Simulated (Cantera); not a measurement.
Thermodynamics of carbothermic reduction, feed PbO + CO + N2

A closed system holds: 1 mol PbO, a varied amount of CO, 12 mol N2, at 873 K and 270 Torr.

Cantera equilibrium calculation (NASA polynomials, part measured and part estimated; ideal gas, pure solids and liquids). Candidate condensed phases: C, Pb, PbO, PbO2, Pb3O4; 27 gas species. The numbers say what is thermodynamically allowed, not how fast it happens.

| n(CO) (mol) | x N2 | x CO2 | x CO | x Pb | n Pb(l) | n C(graphite) |
|---|---|---|---|---|---|---|
| 2 | 0.857 | 0.0714 | 0.0714 | 1.77e-6 | 1.000 | 0 |
| 3.4 | 0.787 | 0.0761 | 0.136 | 1.77e-6 | 1.000 | 0.160 |
| 4.8 | 0.742 | 0.101 | 0.157 | 1.77e-6 | 1.000 | 0.630 |
| 6.2 | 0.702 | 0.124 | 0.174 | 1.77e-6 | 1.000 | 1.11 |
| 7.6 | 0.667 | 0.145 | 0.188 | 1.77e-6 | 1.000 | 1.61 |
| 9 | 0.635 | 0.164 | 0.201 | 1.77e-6 | 1.000 | 2.11 |
| 10 | 0.614 | 0.177 | 0.208 | 1.77e-6 | 1.000 | 2.47 |
| 12 | 0.577 | 0.201 | 0.222 | 1.77e-6 | 1.000 | 3.19 |
| 13 | 0.560 | 0.212 | 0.228 | 1.77e-6 | 1.000 | 3.56 |
| 15 | 0.528 | 0.233 | 0.239 | 1.77e-6 | 1.000 | 4.29 |
| 16 | 0.514 | 0.242 | 0.244 | 1.77e-6 | 1.000 | 4.66 |
| 17 | 0.501 | 0.251 | 0.248 | 1.77e-6 | 1.000 | 5.03 |
| 19 | 0.476 | 0.268 | 0.256 | 1.77e-6 | 1.000 | 5.77 |
x: gas mole fraction; n: condensed amount in mol.

At 2 mol CO the condensed part is Pb(l). From 3.4 mol CO to 19 mol CO the condensed part is C(graphite) + Pb(l). The main Pb-bearing gas is Pb throughout.
